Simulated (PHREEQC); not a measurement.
Reverse-osmosis permeate

Model water analysis in mg/L, 25 °C, pH 5.77, pe 11.1: Na 4.93; K 0.498; Ca 0.802; Mg 0.0873; Cl 5.62; S(6) as SO4 4.2; Alkalinity as HCO3 1.52; O(0) (dissolved oxygen) 0.163; Cd 0.132; B 0.0326.

Na is adjusted to close the charge balance.
Valence states are taken as typed.

Equilibrium calculation in PHREEQC: ion-association model, phreeqc.dat.

Each row changes one thing in this solution. This is a speciation only: nothing precipitates in the calculation.

```json
[
 {"case": "as made", "CO2 (mol/kgw)": "9.96e-5", "HCO3- (mol/kgw)": "2.66e-5", "CaSO4 (mol/kgw)": "1.30e-7", "NaSO4- (mol/kgw)": "4.18e-8", "MgSO4 (mol/kgw)": "3.07e-8", "CdSO4 (mol/kgw)": "1.21e-8", "SI of Otavite (CdCO3)": "-3.02", "SI of Gypsum (CaSO4:2H2O)": "-4.56"},
 {"case": "Alkalinity from 1.52 to 4.56 mg/L", "CO2 (mol/kgw)": "0.000285", "HCO3- (mol/kgw)": "7.64e-5", "CaSO4 (mol/kgw)": "1.28e-7", "NaSO4- (mol/kgw)": "5.15e-8", "MgSO4 (mol/kgw)": "3.03e-8", "CdSO4 (mol/kgw)": "1.20e-8", "SI of Otavite (CdCO3)": "-2.57", "SI of Gypsum (CaSO4:2H2O)": "-4.56"},
 {"case": "pH from 5.77 to 5.5 at the same alkalinity", "CO2 (mol/kgw)": "0.000196", "HCO3- (mol/kgw)": "2.81e-5", "CaSO4 (mol/kgw)": "1.30e-7", "NaSO4- (mol/kgw)": "4.18e-8", "MgSO4 (mol/kgw)": "3.07e-8", "CdSO4 (mol/kgw)": "1.21e-8", "SI of Otavite (CdCO3)": "-3.27", "SI of Gypsum (CaSO4:2H2O)": "-4.56"},
 {"case": "temperature from 25 to 10 °C at the same typed pH", "CO2 (mol/kgw)": "0.000129", "HCO3- (mol/kgw)": "2.66e-5", "CaSO4 (mol/kgw)": "1.16e-7", "NaSO4- (mol/kgw)": "3.79e-8", "MgSO4 (mol/kgw)": "2.06e-8", "CdSO4 (mol/kgw)": "1.11e-8", "SI of Otavite (CdCO3)": "-3.18", "SI of Gypsum (CaSO4:2H2O)": "-4.54"}
]
```

At this temperature some constants are extrapolated from 25 °C, and those without enthalpy data are left unchanged.
